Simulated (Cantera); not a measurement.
## Thermodynamics of nitride etching, feed Si₃N₄ + HCl + N₂ + F₂

Input: 1 mol Si₃N₄, 2.4 mol HCl, a varied amount of N₂, 1.9 mol F₂, at 9.60e-5 bar.

Method: chemical equilibrium by Gibbs-energy minimisation in Cantera with the NASA 1993 tables (ideal gas, pure condensed phases). Candidate condensed phases: NH₄Cl, Si, Si₃N₄; 49 gas species. Mutual solubility and eutectic melting of coexisting phases are not modelled. The tables' values for SiCl₃, SiF₂, SiF₃ are old estimates. Equilibrium is a limit: real reactors are often held back by kinetics, nucleation or transport.

Stable condensed phases:

```
T in °C \ n(N₂) in mol
         0.51 0.78    1  1.3  1.6  1.8  2.1  2.4  2.6  2.9  3.1  3.4  3.7
   1627     A    A    A    A    A    A    A    A    A    A    A    A    A
   1577     A    A    A    A    A    A    A    A    A    A    A    A    A
   1527     B    A    A    A    A    A    A    A    A    A    A    A    A
   1477     B    B    B    B    B    B    B    B    B    B    B    B    B
   1427     B    B    B    B    B    B    B    B    B    B    B    B    B
   1377     B    B    B    B    B    B    B    B    B    B    B    B    B
   1327     B    B    B    B    B    B    B    B    B    B    B    B    B
   1277     B    B    B    B    B    B    B    B    B    B    B    B    B
   1227     B    B    B    B    B    C    C    D    D    D    D    D    D
   1177     D    D    D    D    D    D    D    D    D    D    D    D    D
   1127     D    D    D    D    D    D    D    D    D    D    D    D    D
```

A: gas only; B: Si; C: Si + Si₃N₄; D: Si₃N₄.
